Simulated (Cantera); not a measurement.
Input: 1 mol Nb2O5, 11 mol H2, 0.13 mol H2O, 0.002 mol O2, at 10.0 mbar.

Cantera equilibrium calculation (NASA polynomials, part measured and part estimated; ideal gas, pure solids and liquids). Candidate condensed phases: H2O, Nb, NbO, NbO2, Nb2O5; 12 gas species. Mutual solubility and eutectic melting of coexisting phases are not modelled. Condensed phases not in the tables: the oxides between NbO2 and Nb2O5. Equilibrium is a limit: real reactors are often held back by kinetics, nucleation or transport.

x: gas mole fraction; n: condensed amount in mol.

| T (K) | x H2 | x H2O | x H | x OH | n NbO2(s) | n Nb2O5(s) |
|---|---|---|---|---|---|---|
| 1500 | 0.914 | 0.0863 | 0.000168 | (withheld) | 1.65 | 0.174 |
| 1525 | 0.906 | 0.0942 | 0.000225 | (withheld) | 1.83 | 0.0852 |
| 1550 | 0.898 | 0.102 | 0.000298 | (withheld) | 2.00 | 0 |
| 1575 | 0.898 | 0.102 | 0.000394 | (withheld) | 2.00 | 0 |
| 1600 | 0.898 | 0.102 | 0.000515 | (withheld) | 2.00 | 0 |
| 1625 | 0.897 | 0.102 | 0.000668 | (withheld) | 2.00 | 0 |
| 1650 | 0.897 | 0.102 | 0.000861 | (withheld) | 2.00 | 0 |
| 1675 | 0.897 | 0.102 | 0.00110 | (withheld) | 2.00 | 0 |
| 1700 | 0.897 | 0.102 | 0.00140 | (withheld) | 2.00 | 0 |
| 1725 | 0.896 | 0.102 | 0.00176 | (withheld) | 2.00 | 0 |
| 1750 | 0.896 | 0.102 | 0.00220 | (withheld) | 2.00 | 0 |

Task: Fill in the missing entries.

Result: 
- 1500, x OH: 4.54e-7
- 1525, x OH: 7.27e-7
- 1550, x OH: 1.14e-6
- 1575, x OH: 1.62e-6
- 1600, x OH: 2.29e-6
- 1625, x OH: 3.19e-6
- 1650, x OH: 4.41e-6
- 1675, x OH: 6.04e-6
- 1700, x OH: 8.19e-6
- 1725, x OH: 1.10e-5
- 1750, x OH: 1.47e-5
